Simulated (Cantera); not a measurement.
## Premixed flame

A freely propagating, adiabatic, planar premixed flame of CH3OH : O2 : N2 = 0.78 : 1.25 : 4.7 (molar parts), unburnt at 625 K and 10.0 bar; mixture-averaged transport, grid criteria slope 0.08 and curve 0.16, no radiation.

Model: GRI-Mech 3.0 (53 species, 325 reactions), integrated in Cantera. GRI-Mech 3.0 was tuned for natural gas; its chemistry of methanol as a main component is partial and can be far from experiment. Burning velocities carry a grid error of a few per cent, more on coarse grids.

```csv
z (mm),T (K),u (m/s),x CH3OH,x O2,x NO,x CH2,x CO2,x CH3
-0.138,625,0.742,0.116,0.185,<1e-8,<1e-8,1.39e-6,<1e-8
-0.0921,629,0.749,0.115,0.185,<1e-8,<1e-8,2.44e-5,<1e-8
-0.0691,642,0.766,0.114,0.183,<1e-8,<1e-8,0.000131,<1e-8
-0.0461,708,0.854,0.110,0.176,5.48e-8,<1e-8,0.000957,<1e-8
-0.0230,1029,1.28,0.0823,0.145,5.91e-7,<1e-8,0.00750,4.63e-8
-0.0115,1386,1.76,0.0449,0.109,2.10e-6,1.23e-8,0.0179,2.48e-6
0,1799,2.34,0.00456,0.0674,5.76e-6,2.31e-6,0.0359,4.72e-5
0.0115,1998,2.59,1.26e-5,0.0430,9.99e-6,4.02e-7,0.0567,5.94e-6
0.0230,2106,2.71,2.69e-8,0.0322,1.44e-5,2.15e-8,0.0715,2.75e-7
0.0461,2225,2.84,<1e-8,0.0242,2.20e-5,<1e-8,0.0855,<1e-8
0.0921,2320,2.94,<1e-8,0.0189,3.37e-5,<1e-8,0.0945,<1e-8
0.184,2377,3.00,<1e-8,0.0159,5.07e-5,<1e-8,0.0996,<1e-8
0.368,2400,3.03,<1e-8,0.0146,7.79e-5,<1e-8,0.102,<1e-8
```
x: mole fraction of selected species; z is measured from the peak of heat release.

* **laminar burning velocity**: 74.1 cm/s
* **thermal thickness**: 0.0461 mm
* **peak x(CH2)**: 2.53e-6
* **peak x(CH3)**: 4.80e-5
* **grid points**: 145
